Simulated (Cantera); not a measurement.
Charge: 1 mol CaCl2, 0.15 mol O2, 250 mol N2, equilibrated at 1948.15 K and 1.20e-5 bar.

These are equilibrium values from Cantera (NASA tables, ideal gas, pure condensed phases), not measurements of a reactor. Candidate condensed phases: Ca, CaCl2, CaO; 17 gas species. The numbers say what is thermodynamically allowed, not how fast it happens.

Base state: N2 0.989, Cl 0.00632, Ca 0.00289, O 0.000953, CaCl 0.000541, CaCl2 0.000522, NO 0.000120, O2 5.51e-5 (mole fractions); condensed: gas only.

What changes in the equilibrium state with this change: temperature from 1948.15 K to 1373 K?


```tsv
species	before	after
N2	0.989	0.995
CaCl2	0.000522	0.00314
Cl	0.00632	0.00168
Ca	0.00289	<1e-9
CaCl	0.000541	4.32e-8
O	0.000953	2.30e-6
NO	0.000120	1.96e-5
O2	5.51e-5	0.000167
CaO(s), mol	0	0.211
```
Condensed phases not in the tables: oxide chlorides.
